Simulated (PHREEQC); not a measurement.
Ultrapure water in contact with air or piping

A made-up water analysis in mg/L, 25 °C, pH 6.81, pe 8.3: Na 0.00847; K 0.000305; Ca 0.00753; Mg 0.0124; Cl 0.0123; S(6) as SO4 0.00567; Alkalinity as HCO3 0.0383; Si as SiO2 0.000814; Zn 2.87e-05; Br 3.04e-05.

Valence states are taken as typed.

Model: ion-association model, wateq4f.dat, run in PHREEQC.

Precipitation was switched off in this run.

### Question
Estimate the charge-balance error.

### Answer
charge-balance error 21.4 %.

### Question
In which forms is C present?

### Answer
HCO3- 74 %, CO2 26 % of the C.
